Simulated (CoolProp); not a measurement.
A simple Rankine cycle with water: condensing at 308.15 K, boiler at 0.669 MPa, turbine inlet 451.3 K, turbine efficiency 0.75, pump efficiency 0.8, no recuperator. Each further row changes one setting.

The numbers come from the reference Helmholtz-energy equation of state, Wagner 2002 in CoolProp.

```csv
case,thermal efficiency (%),net work (kJ/kg),heat in (kJ/kg),turbine exit temperature (K),volume ratio over the turbine
as stated,20.0,531,2650,308.1,74.3
turbine inlet 471.3 K,20.1,543,2700,308.1,71.7
condensing temperature 300.15 K,21.2,569,2680,300.2,113
boiler pressure 0.468 MPa,18.7,498,2660,308.1,52.3
turbine efficiency 0.65,17.4,460,2650,308.1,76.8
```

The expansion ends wet for: as stated; turbine inlet 471.3 K; condensing temperature 300.15 K; boiler pressure 0.468 MPa; turbine efficiency 0.65.
